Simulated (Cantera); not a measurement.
Pyrogenic steam for wet oxidation

An isothermal, constant-pressure homogeneous reactor starts with 7.77 % H2, 4.85 % O2, 87.4 % N2, equivalence ratio 0.80, at 975 K and 0.592 atm.

Model: the H2/O2 subset of GRI-Mech 3.0, which has no nitrogen chemistry, integrated in Cantera. The temperature is held fixed by assumption; the heat of reaction is taken as removed at once.

```tsv
t (s)	x H2	x O2	x H	x OH	x HO2	x H2O
7.00e-6	0.0777	0.0485	5.45e-12	<1e-12	5.98e-12	<1e-12
3.54e-5	0.0777	0.0485	2.94e-11	<1e-12	3.59e-11	1.04e-11
0.000179	0.0777	0.0485	3.79e-10	1.45e-11	4.71e-10	6.05e-10
0.000906	0.0777	0.0485	1.71e-6	7.02e-8	1.96e-6	4.09e-6
0.00458	0.00208	0.0111	5.26e-5	3.28e-5	7.01e-6	0.0786
0.0232	0.000671	0.0104	1.08e-6	2.12e-6	4.73e-6	0.0801
0.117	0.000351	0.0103	1.70e-7	6.08e-7	3.25e-6	0.0804
0.593	9.62e-5	0.0101	1.90e-8	2.26e-7	1.38e-6	0.0807
3.00	1.45e-5	0.0101	7.66e-10	5.55e-8	2.83e-7	0.0808
```
x: mole fraction; the columns are a selection and need not sum to one.

Equilibrium at this temperature and pressure: H2 4.25e-11, O2 0.0101, H <1e-12, OH 3.34e-8, HO2 5.02e-11, H2O 0.0808 (gas phase only).
